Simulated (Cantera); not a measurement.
## Premixed flame

A freely propagating, adiabatic, planar premixed flame of 3.53 % C3H8, 22.9 % O2, 71.0 % N2, 2.61 % CO2, equivalence ratio 0.77, unburnt at 325 K and 5.00 bar; mixture-averaged transport, grid criteria slope 0.08 and curve 0.16, no radiation.

Computed with Cantera and GRI-Mech 3.0 (53 species, 325 reactions). GRI-Mech 3.0 was tuned for natural gas; its chemistry of propane as a main component is partial and can be far from experiment. Burning velocities carry a grid error of a few per cent, more on coarse grids.

```json
[
 {"z (mm)": "-0.304", "T (K)": "325", "u (m/s)": "0.304", "x C3H8": "0.0352", "x O2": "0.229", "x CO2": "0.0261", "x CH3": "<1e-8", "x H": "<1e-8", "x NO": "<1e-8"},
 {"z (mm)": "-0.203", "T (K)": "328", "u (m/s)": "0.306", "x C3H8": "0.0352", "x O2": "0.228", "x CO2": "0.0261", "x CH3": "<1e-8", "x H": "<1e-8", "x NO": "<1e-8"},
 {"z (mm)": "-0.152", "T (K)": "336", "u (m/s)": "0.315", "x C3H8": "0.0352", "x O2": "0.228", "x CO2": "0.0261", "x CH3": "<1e-8", "x H": "<1e-8", "x NO": "<1e-8"},
 {"z (mm)": "-0.101", "T (K)": "404", "u (m/s)": "0.380", "x C3H8": "0.0347", "x O2": "0.221", "x CO2": "0.0266", "x CH3": "<1e-8", "x H": "<1e-8", "x NO": "2.25e-8"},
 {"z (mm)": "-0.0506", "T (K)": "817", "u (m/s)": "0.786", "x C3H8": "0.0264", "x O2": "0.179", "x CO2": "0.0339", "x CH3": "2.68e-5", "x H": "1.27e-6", "x NO": "6.41e-7"},
 {"z (mm)": "-0.0253", "T (K)": "1234", "u (m/s)": "1.21", "x C3H8": "0.0113", "x O2": "0.136", "x CO2": "0.0458", "x CH3": "0.000501", "x H": "7.08e-5", "x NO": "2.22e-6"},
 {"z (mm)": "0", "T (K)": "1648", "u (m/s)": "1.64", "x C3H8": "0.000432", "x O2": "0.0916", "x CO2": "0.0652", "x CH3": "0.000540", "x H": "0.000813", "x NO": "4.50e-6"},
 {"z (mm)": "0.0253", "T (K)": "1840", "u (m/s)": "1.82", "x C3H8": "2.37e-7", "x O2": "0.0694", "x CO2": "0.0854", "x CH3": "3.65e-5", "x H": "0.00143", "x NO": "7.40e-6"},
 {"z (mm)": "0.0506", "T (K)": "1928", "u (m/s)": "1.90", "x C3H8": "<1e-8", "x O2": "0.0613", "x CO2": "0.0989", "x CH3": "1.55e-6", "x H": "0.00134", "x NO": "1.00e-5"},
 {"z (mm)": "0.101", "T (K)": "2025", "u (m/s)": "1.98", "x C3H8": "<1e-8", "x O2": "0.0553", "x CO2": "0.112", "x CH3": "<1e-8", "x H": "0.000831", "x NO": "1.40e-5"},
 {"z (mm)": "0.203", "T (K)": "2104", "u (m/s)": "2.05", "x C3H8": "<1e-8", "x O2": "0.0516", "x CO2": "0.120", "x CH3": "<1e-8", "x H": "0.000318", "x NO": "1.90e-5"},
 {"z (mm)": "0.405", "T (K)": "2148", "u (m/s)": "2.09", "x C3H8": "<1e-8", "x O2": "0.0499", "x CO2": "0.124", "x CH3": "<1e-8", "x H": "9.47e-5", "x NO": "2.45e-5"},
 {"z (mm)": "0.810", "T (K)": "2165", "u (m/s)": "2.10", "x C3H8": "<1e-8", "x O2": "0.0493", "x CO2": "0.126", "x CH3": "<1e-8", "x H": "4.11e-5", "x NO": "3.08e-5"}
]
```
x: mole fraction of selected species; z is measured from the peak of heat release.

```yaml
laminar_burning_velocity: 30.4 cm/s
thermal_thickness: 0.101 mm
peak x(CH3): 0.000810
peak x(H): 0.00145
grid_points: 138
```
